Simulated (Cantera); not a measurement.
Charge: 1 mol Pb, 3.9 mol CO, 1.1 mol N2, at 1 atm.

These are equilibrium values from Cantera (NASA tables, ideal gas, pure condensed phases), not measurements of a reactor. Candidate condensed phases: C, Pb, PbO, PbO2, Pb3O4; 27 gas species. Kinetics and transport are ignored.

Problem. At 1173 K, list the 4 most abundant gas species with their mole fractions, and the condensed phases.

Solution. CO 0.760, N2 0.223, CO2 0.0163, Pb 0.000416. Condensed: C(graphite) + Pb(l).
